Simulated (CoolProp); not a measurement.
The numbers come from the reference Helmholtz-energy equation of state, Lemmon and Jacobsen 2000 in CoolProp.

**Question.** For R143a, give the phase and the Z, Joule-Thomson coefficient (K/MPa), viscosity (µPa s), conductivity (mW/(m K)) at 343.6 K and 27.3 bar.

**Answer.** 
- 343.6 K and 27.3 bar: gas; Z 0.649, Joule-Thomson coefficient 15.1, viscosity 15.3, conductivity 24.2

Viscosity comes from a separate model (Klein 1997), an estimate that may be off by 10 % or more. Thermal conductivity comes from a separate model (McLinden 2000), an estimate that may be off by 10 % or more.
